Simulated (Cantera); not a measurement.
# Transport properties of process gases

Gas mixture: 43.0 % CO, 38.3 % CO₂, 18.7 % H₂O, at 33000 Pa, frozen composition.

Cantera's kinetic-theory transport with the Lennard-Jones parameters of GRI-Mech 3.0, ideal gas; thermal conductivity in the mixture-averaged form. Polar gases are described roughly by these parameters.

```csv
T (K),ρ (kg/m³),cp (J/kg/K),μ (µPa s),λ (mW/m/K),Pr,D (cm²/s) N₂,D (cm²/s) C₂H₂,D (cm²/s) O
400,0.320,1080,19.8,30.0,0.714,0.969,0.773,1.53
600,0.213,1178,27.6,45.5,0.714,1.97,1.61,3.10
800,0.160,1260,34.4,60.9,0.713,3.23,2.67,5.06
1000,0.128,1326,40.6,75.7,0.711,4.71,3.92,7.37
1200,0.107,1378,46.3,90.0,0.709,6.40,5.35,10.00
1400,0.0915,1419,51.6,104,0.707,8.28,6.94,12.9
1600,0.0801,1452,56.6,117,0.704,10.4,8.69,16.1
1800,0.0712,1478,61.4,129,0.702,12.6,10.6,19.6
```
D: mixture-averaged diffusion coefficient of that species in the mixture.
